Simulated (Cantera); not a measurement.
Feed: 1 mol MgF2, 210 mol H2, held at 1973 K and 0.133 bar.

Equilibrium computed with Cantera from the NASA thermochemical tables; the gas is ideal and each condensed phase is pure. Candidate condensed phases: Mg, MgF2; 17 gas species. The tables' values for MgH are old estimates; treat these amounts as uncertain. Kinetics and transport are ignored.

Base state: H2 0.983, HF 0.00909, Mg 0.00443, H 0.00366, MgF 0.000173, MgF2 7.81e-5, MgH 2.45e-5 (mole fractions); condensed: gas only.

### Question
What changes in the equilibrium state with this change: temperature from 1973 K to 1875 K?

### Answer
```
species    before     after
-------  --------  --------
H2          0.983     0.985
HF        0.00909   0.00881
Mg        0.00443   0.00427
H         0.00366   0.00178
MgF2      7.81e-5  0.000196
MgF      0.000173  0.000229
MgH       2.45e-5   2.21e-5
```
